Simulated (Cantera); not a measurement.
Input: 1 mol Pb, 17 mol H₂, equilibrated at 2.80 mbar.

Equilibrium computed with Cantera from the NASA thermochemical tables; the gas is ideal and each condensed phase is pure. Candidate condensed phases: Pb; 4 gas species. The numbers say what is thermodynamically allowed, not how fast it happens.

Q: At 1375 K, list the 3 most abundant gas species with their mole fractions, and the condensed phases.

A: H₂ 0.944, Pb 0.0556, H 6.29e-5. Condensed: gas only.
